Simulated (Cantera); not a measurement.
A perfectly stirred reactor is fed with 9.45 % CH₄, 1.42 % CO, 16.4 % O₂, 61.4 % N₂, 11.3 % H₂O, at 1.00 bar; it is adiabatic with a 373 K inlet, and is followed from long to short residence time, starting on the burning branch (τ in s: 0.029, 0.017, 0.01, 0.0061, 0.0036, 0.0021, 0.0013, 0.00076, 0.00045, 0.00027, 0.00016, 9.5e-05, 5.6e-05).

Model: GRI-Mech 3.0 (53 species, 325 reactions), integrated in Cantera.

Predict: blow-out, bracketed by the residence times tried; x(CH₄) at τ = 29.0 ms; x(CO) at τ = 29.0 ms; x(O₂) at τ = 29.0 ms; x(NO₂) at τ = 29.0 ms; x(C₂H₆) at τ = 29.0 ms; x(CH₄) at τ = 1.30 ms; x(CO) at τ = 1.30 ms; x(O₂) at τ = 1.30 ms; x(NO₂) at τ = 1.30 ms; x(C₂H₆) at τ = 1.30 ms.


```json
{
 "blow_out_bracketed_by_the_residence_times_tried": "burning at 0.270 ms, out at 0.160 ms",
 "x(CH₄) at τ = 29.0 ms": "3.73e-5",
 "x(CO) at τ = 29.0 ms": "0.0353",
 "x(O₂) at τ = 29.0 ms": "0.000518",
 "x(NO₂) at τ = 29.0 ms": "3.81e-9",
 "x(C₂H₆) at τ = 29.0 ms": "2.29e-9",
 "x(CH₄) at τ = 1.30 ms": "0.000214",
 "x(CO) at τ = 1.30 ms": "0.0380",
 "x(O₂) at τ = 1.30 ms": "0.00365",
 "x(NO₂) at τ = 1.30 ms": "5.18e-9",
 "x(C₂H₆) at τ = 1.30 ms": "4.22e-8"
}
```
